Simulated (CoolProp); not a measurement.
Vapour-liquid equilibrium of CH2F2 (R32) (1) + R1234ze(E) (2) at 7.45 °C; x and y are mole fractions of (1).

Values from CoolProp's multi-fluid Helmholtz-energy mixture model, Tillner-Roth 1997 and Thol 2016; pair parameters Bell 2023.

```
x     bubble pressure (bar)  y at the bubble point  dew pressure at overall composition x (bar)  liquid density (mol/L)
----  ---------------------  ---------------------  -------------------------------------------  ----------------------
0.05                  3.261                  0.165                                        2.945                   10.93
0.15                  4.115                  0.391                                        3.217                   11.46
0.25                  4.932                  0.538                                        3.540                   12.04
0.35                  5.703                  0.642                                        3.931                   12.69
0.45                  6.431                  0.720                                        4.411                   13.42
0.55                  7.127                  0.783                                        5.012                   14.25
0.65                  7.805                  0.838                                        5.775                   15.18
0.75                  8.482                  0.887                                        6.748                   16.26
0.85                  9.172                  0.934                                        7.964                   17.51
0.95                  9.887                  0.978                                        9.425                   18.96
```

No azeotrope shows between x = 0.05 and 0.95.

The pair parameters rest on a limited set of measurements; away from them the model extrapolates.
